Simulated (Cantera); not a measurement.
Feed: 1 mol Si, 2.6 mol H2O, equilibrated at 0.340 bar.

Equilibrium computed with Cantera from the NASA thermochemical tables; the gas is ideal and each condensed phase is pure. Candidate condensed phases: H2O, Si, SiO2; 18 gas species. The tables hold silica as quartz up to 1696 K and as liquid above; real silica turns to tridymite and cristobalite and melts near 1996 K. Gases not in the tables: Si(OH)4. Equilibrium is a limit: real reactors are often held back by kinetics, nucleation or transport.

Question: Which condensed phases are stable at each of these points (T (K)): 798, 898, 998, 1098, 1198, 1298, 1398?

Answer: 
```tsv
T (K)	condensed phases	Si condensed (%)
798	SiO2(α-quartz)	100.0
898	SiO2(β-quartz)	100.0
998	SiO2(β-quartz)	100.0
1098	SiO2(β-quartz)	100.0
1198	SiO2(β-quartz)	100.0
1298	SiO2(β-quartz)	100.0
1398	SiO2(β-quartz)	100.0
```

At 798 K the condensed part is SiO2(α-quartz). From 898 K to 1398 K the condensed part is SiO2(β-quartz).
